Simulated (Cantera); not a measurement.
A jet of H₂ : O₂ : N₂ = 0.023 : 0.11 : 0.79 (molar parts) at 300 K and 45.0 Torr hits a platinum plate 2.6 cm away at a mass flux of 0.033 kg/m²/s; the plate temperature is set and raised in steps from an oxygen-covered start.

Detailed kinetics in Cantera: Deutschmann's 1995 Pt surface mechanism with GRI-Mech 3.0 gas chemistry. Catalytic surfaces can have several steady states; this one follows from the mechanism file's or the stated starting coverage.

x: mole fraction at the wall; θ: surface coverage.

```
plate T (K)  wall x H₂  wall x O₂  wall x H₂O  wall x OH  θ free Pt   θ O*    θ OH*
-----------  ---------  ---------  ----------  ---------  ---------  -----  -------
500            0.00342     0.0962      0.0420      <1e-8     0.0521  0.934   0.0144
550            0.00341     0.0964      0.0416      <1e-8     0.0552  0.937  0.00821
600            0.00341     0.0965      0.0413      <1e-8     0.0581  0.937        ?
650            0.00339     0.0965      0.0410      <1e-8     0.0614  0.935  0.00342
700            0.00325     0.0965      0.0411      <1e-8          ?  0.930        ?
```

Problem. Fill in the missing entries.

Solution. 
- 600, θ OH*: 0.00511
- 700, θ free Pt: 0.0675
- 700, θ OH*: 0.00247
